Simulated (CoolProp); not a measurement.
Hexamethyldisiloxane (MM) at several states: Z from the reference equation and from simpler models built on Tc = 245.6 °C, pc = 1.931 MPa, ω = 0.418; each cubic takes its own stable root.

Model: reference Helmholtz-energy equation of state, Thol 2016, in CoolProp.

```
T (°C)  p (MPa)          phase  reference  Redlich-Kwong  Peng-Robinson
------  -------  -------------  ---------  -------------  -------------
139.85    0.042            gas     0.9825         0.9858         0.9828
320.65     4.44  supercritical        ___            ___         0.5445
69.25     0.731         liquid        ___        0.06618            ___
```

### Question
Some entries are withheld; supply them.

### Answer

- 320.65, reference: 0.5196
- 320.65, Redlich-Kwong: 0.4944
- 69.25, reference: 0.05848
- 69.25, Peng-Robinson: 0.05531
